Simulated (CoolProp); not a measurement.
Octamethylcyclotetrasiloxane (D4) along the isotherm 620 K: fugacity coefficient from the reference equation and from simpler models built on Tc = 586.5 K, pc = 1.347 MPa, ω = 0.598; each cubic takes its own stable root.

Values from CoolProp's reference Helmholtz-energy equation of state, Thol 2015.

| p (MPa) | phase | reference | Redlich-Kwong | Soave-Redlich-Kwong |
|---|---|---|---|---|
| 0.155 | gas | 0.9676 | 0.9669 | 0.9690 |
| 0.311 | gas | 0.9353 | 0.9340 | 0.9382 |
| 0.466 | gas | 0.9037 | 0.9017 | 0.9080 |
| 0.622 | gas | 0.8722 | 0.8696 | 0.8780 |
| 0.777 | gas | 0.8413 | 0.8381 | 0.8486 |
| 0.933 | gas | 0.8106 | 0.8066 | 0.8193 |
| 1.09 | gas | 0.7799 | 0.7751 | 0.7902 |
| 1.24 | gas | 0.7509 | 0.7450 | 0.7625 |
| 1.4 | supercritical | 0.7202 | 0.7127 | 0.7332 |
| 1.55 | supercritical | 0.6916 | 0.6821 | 0.7059 |
| 1.71 | supercritical | 0.6612 | 0.6488 | 0.6768 |
| 1.87 | supercritical | 0.6310 | 0.6154 | 0.6481 |
| 2.02 | supercritical | 0.6033 | 0.5863 | 0.6220 |
